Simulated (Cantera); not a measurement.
Hydrocarbon pyrolysis for carbon deposition

An isothermal, constant-pressure homogeneous reactor starts with C₂H₆ : N₂ = 1 : 1.7 (molar parts), at 1398 K and 0.00420 bar.

Detailed kinetics in Cantera: GRI-Mech 3.0 (53 species, 325 reactions). GRI-Mech 3.0 stops at C3 and has no aromatics, soot or wall deposition, so with more carbon than oxygen in the feed, carbon stays in small species such as C2H2 where larger ones or solid carbon would form. Radical loss at walls, strong at low pressure, is not modelled.

```csv
t (s),x C₂H₆,x H₂,x CH₄,x CH₂,x CH₃,x C₂H
2.00e-5,0.370,1.63e-8,5.21e-7,2.43e-11,9.15e-5,<1e-12
8.43e-5,0.370,8.74e-7,9.15e-6,1.73e-9,0.000379,<1e-12
0.000356,0.369,7.34e-5,0.000154,8.80e-8,0.00147,<1e-12
0.00150,0.358,0.00396,0.00224,1.25e-6,0.00481,3.27e-11
0.00632,0.260,0.0501,0.0273,4.23e-6,0.0120,5.23e-9
0.0267,0.0500,0.153,0.114,2.62e-6,0.00669,4.56e-8
0.112,0.00122,0.219,0.131,1.88e-7,0.000950,3.15e-8
0.474,3.99e-5,0.250,0.125,1.04e-8,0.000195,9.26e-9
2.00,5.85e-6,0.274,0.121,1.94e-9,8.15e-5,4.85e-9
```
x: mole fraction; the columns are a selection and need not sum to one.

Equilibrium at this temperature and pressure: C₂H₆ 8.60e-9, H₂ 0.424, CH₄ 0.00129, CH₂ 2.36e-10, CH₃ 2.90e-6, C₂H 1.74e-8 (gas phase only).
